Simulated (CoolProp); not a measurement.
Vapour-liquid equilibrium of n-butane (1) + cyclohexane (2) at 341.3 K; x and y are mole fractions of (1).

The numbers come from the multi-fluid Helmholtz-energy mixture model, Bücker 2006 and Zhou 2014; pair parameters Bell 2016 in CoolProp.

```tsv
x	bubble pressure (MPa)	y at the bubble point	dew pressure at overall composition x (MPa)	liquid density (mol/L)
0.05	0.09338	0.298	0.07154	8.739
0.2	[?]	0.693	0.08332	8.849
0.35	[?]	0.838	[?]	8.939
0.5	0.4009	0.907	0.1246	9.004
0.65	0.5115	0.946	[?]	9.036
0.8	0.6208	0.972	0.2516	9.025
0.95	0.7344	[?]	0.5261	[?]
```

What belongs in the gaps?


- 0.2, bubble pressure (MPa): 0.1839
- 0.35, bubble pressure (MPa): 0.2896
- 0.35, dew pressure at overall composition x (MPa): 0.09982
- 0.65, dew pressure at overall composition x (MPa): 0.1663
- 0.95, y at the bubble point: 0.993
- 0.95, liquid density (mol/L): 8.952

No azeotrope shows between x = 0.05 and 0.95.

The pair parameters rest on a limited set of measurements; away from them the model extrapolates.
